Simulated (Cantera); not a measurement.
## Low-pressure radical oxidation in H2/O2

An isothermal, constant-pressure homogeneous reactor starts with H2 : O2 = 0.014 : 1 (molar parts), equivalence ratio 0.0070, at 1348 K and 0.0263 atm.

Model: the H2/O2 subset of GRI-Mech 3.0, which has no nitrogen chemistry, integrated in Cantera. Radical loss at walls, strong at low pressure, is not modelled.

```json
[
 {"t (s)": "1.00e-5", "x H2": "0.0138", "x O2": "0.986", "x H2O": "3.64e-11", "x H2O2": "<1e-12", "x H": "2.06e-9", "x O": "9.84e-10"},
 {"t (s)": "4.06e-5", "x H2": "0.0138", "x O2": "0.986", "x H2O": "1.51e-9", "x H2O2": "1.76e-12", "x H": "4.36e-9", "x O": "9.37e-9"},
 {"t (s)": "0.000165", "x H2": "0.0138", "x O2": "0.986", "x H2O": "4.78e-8", "x H2O2": "2.79e-11", "x H": "1.42e-8", "x O": "8.31e-8"},
 {"t (s)": "0.000669", "x H2": "0.0138", "x O2": "0.986", "x H2O": "5.80e-6", "x H2O2": "4.04e-10", "x H": "6.81e-7", "x O": "5.31e-6"},
 {"t (s)": "0.00272", "x H2": "0.000196", "x O2": "0.974", "x H2O": "0.0123", "x H2O2": "4.58e-8", "x H": "0.000673", "x O": "0.0113"},
 {"t (s)": "0.0110", "x H2": "6.64e-5", "x O2": "0.975", "x H2O": "0.0128", "x H2O2": "3.29e-8", "x H": "0.000476", "x O": "0.0103"},
 {"t (s)": "0.0448", "x H2": "4.27e-5", "x O2": "0.979", "x H2O": "0.0131", "x H2O2": "2.92e-8", "x H": "0.000240", "x O": "0.00649"},
 {"t (s)": "0.182", "x H2": "1.27e-5", "x O2": "0.984", "x H2O": "0.0135", "x H2O2": "1.85e-8", "x H": "3.81e-5", "x O": "0.00189"},
 {"t (s)": "0.739", "x H2": "1.64e-6", "x O2": "0.986", "x H2O": "0.0138", "x H2O2": "6.07e-9", "x H": "1.74e-6", "x O": "0.000240"},
 {"t (s)": "3.00", "x H2": "1.72e-7", "x O2": "0.986", "x H2O": "0.0139", "x H2O2": "1.17e-9", "x H": "5.92e-8", "x O": "2.51e-5"}
]
```
x: mole fraction; the columns are a selection and need not sum to one.

Equilibrium at this temperature and pressure: H2 1.70e-8, O2 0.986, H2O 0.0139, H2O2 1.76e-10, H 1.86e-9, O 2.50e-6 (gas phase only).
